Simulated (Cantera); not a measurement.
An isothermal, constant-pressure homogeneous reactor starts with CH₄ : CO₂ = 3 : 1.3 (molar parts), at 1425 K and 500000 Pa.

Detailed kinetics in Cantera: GRI-Mech 3.0 (53 species, 325 reactions). GRI-Mech 3.0 stops at C3 and has no aromatics, soot or wall deposition, so with more carbon than oxygen in the feed, carbon stays in small species such as C2H2 where larger ones or solid carbon would form.

**Question.** Predict: x(CH₄) at 20.0 s; x(CO₂) at 20.0 s; x(H₂O) at 20.0 s; x(OH) at 20.0 s.

**Answer.** 
```json
{
  "x(CH₄) at 20.0 s": "0.270 (gas-phase equilibrium 0.210)",
  "x(CO₂) at 20.0 s": "0.0445 (gas-phase equilibrium 1.31e-5)",
  "x(H₂O) at 20.0 s": "0.102 (gas-phase equilibrium 3.27e-5)",
  "x(OH) at 20.0 s": "1.36e-8 (gas-phase equilibrium 3.45e-12)"
}
```
